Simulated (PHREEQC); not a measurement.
A PHREEQC input (ion-association model, phreeqc.dat):

```
SOLUTION 1
  temp 353.15
  units mg/kgw
  pH 6.67
  pe 0
  Na 0.241
  K 0.00842
  Ca 0.692
  Mg 0.156
  Cl 0.56
  S(6) 0.982 as SO4
  Alkalinity 1.25 as HCO3
  Sr 0.00183
  Si 0.00159 as SiO2
  Zn 0.000858
  B 0.014
  Ba 0.0074
END
USE solution 1
EQUILIBRIUM_PHASES 1
  Gypsum 0 0
  Quartz 0 0.5
  CO2(g) -3.4 10
END
```

It stops with these messages:

```
WARNING: Fitting range for dielectric constant of pure water is 0-350 C.
WARNING: Maximum iterations exceeded, 100
WARNING: Maximum iterations exceeded, 100
WARNING: The program has failed to converge to a numerical solution.
ERROR:           Alkalinity has not converged. Total: 2.048539e-05	Calculated: 1.840302e-04	Residual: -1.635448e-04
ERROR: Is non-carbonate alkalinity greater than total alkalinity?
ERROR:                    B has not converged. Total: 1.295097e-06	Calculated: 1.396145e-06	Residual: -1.010478e-07
ERROR:                   Ba has not converged. Total: 5.388088e-08	Calculated: 2.320936e-09	Residual: 5.155994e-08
ERROR:                   Ca has not converged. Total: 1.726547e-05	Calculated: 5.307221e-08	Residual: 1.721240e-05
ERROR:                   Cl has not converged. Total: 1.579556e-05	Calculated: 1.660435e-05	Residual: -8.087940e-07
ERROR:                    K has not converged. Total: 2.153343e-07	Calculated: 2.263697e-07	Residual: -1.103547e-08
ERROR:                   Mg has not converged. Total: 6.416584e-06	Calculated: 6.267290e-06	Residual: 1.492944e-07
ERROR:                   Na has not converged. Total: 1.048291e-05	Calculated: 1.102070e-05	Residual: -5.377894e-07
ERROR:                 S(6) has not converged. Total: 1.022235e-05	Calculated: 1.254471e-05	Residual: -2.322361e-06
ERROR:                   Si has not converged. Total: 2.646282e-08	Calculated: 2.699596e-08	Residual: -5.331452e-10
ERROR:                   Sr has not converged. Total: 2.088564e-08	Calculated: 5.070779e-10	Residual: 2.037856e-08
ERROR:                   Zn has not converged. Total: 1.312529e-08	Calculated: 1.318374e-08	Residual: -5.845786e-11
ERROR:                   Mu Ionic strength has not converged. 	Residual: -5.331834e-07
ERROR:               A(H2O) Activity of water has not converged. 	Residual: 3.878194e-06
ERROR: Model failed to converge for initial solution  1.
```

### Question
What went wrong, and how is it mended?

### Answer
The fault: the temperature typed in kelvin. The line should read `temp 80` where the input has `temp 353.15`. With the mend the run ends at pH 6.85 and ionic strength 9.12e-5 mol/kgw.
